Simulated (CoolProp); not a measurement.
Methane along the isotherm 214.4 K: Z from the reference equation and from simpler models built on Tc = 190.6 K, pc = 4599 kPa, ω = 0.011; each cubic takes its own stable root.

Model: reference Helmholtz-energy equation of state, Setzmann 1991, in CoolProp.

```tsv
p (kPa)	phase	reference
719	gas	0.9625
1440	gas	0.9232
2160	gas	0.8819
2870	gas	0.8388
3590	gas	0.7924
4310	gas	0.7427
5030	supercritical	0.6891
5750	supercritical	0.6314
6470	supercritical	0.5702
7190	supercritical	0.5102
7900	supercritical	0.4625
8620	supercritical	0.4352
9340	supercritical	0.4256
10100	supercritical	0.4268
10800	supercritical	0.4336
11500	supercritical	0.4435
```

How far does each simpler model (Redlich-Kwong, Soave-Redlich-Kwong) lie from the reference over these 16 states: mean and median of the absolute difference, and the worst?


- Redlich-Kwong: mean 3.7 %, median 0.9 %, worst +9.7 % at 214.4 K and 10100 kPa
- Soave-Redlich-Kwong: mean 4.0 %, median 1.3 %, worst +10.3 % at 214.4 K and 10100 kPa
